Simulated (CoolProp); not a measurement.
R245ca along the isobar 0.957 MPa: Z from the reference equation and from simpler models built on Tc = 447.6 K, pc = 3.941 MPa, ω = 0.355; each cubic takes its own stable root.

Model: reference Helmholtz-energy equation of state, Zhou 2016, in CoolProp.

```
T (K)   phase  reference  van der Waals  Redlich-Kwong  Peng-Robinson
-----  ------  ---------  -------------  -------------  -------------
341.8  liquid    0.03547         0.8407        0.04134        0.03421
347.6  liquid    0.03536         0.8480        0.04141        0.03419
353.4  liquid    0.03528         0.8549        0.04153        0.03422
359.3  liquid    0.03523         0.8614         0.8207        0.03430
365.1  liquid    0.03523         0.8673         0.8303        0.03444
370.9  liquid    0.03527         0.8729         0.8391        0.03466
376.7     gas     0.8148         0.8781         0.8473         0.8190
382.5     gas     0.8273         0.8831         0.8548         0.8290
388.4     gas     0.8387         0.8878         0.8620         0.8384
394.2     gas     0.8488         0.8921         0.8685         0.8470
400       gas     0.8580         0.8963         0.8746         0.8549
405.8     gas     0.8663         0.9002         0.8803         0.8623
411.6     gas     0.8740         0.9039         0.8856         0.8692
417.4     gas     0.8810         0.9074         0.8906         0.8756
```

At some of these states van der Waals, Redlich-Kwong gives the other phase, because its saturation line lies elsewhere.
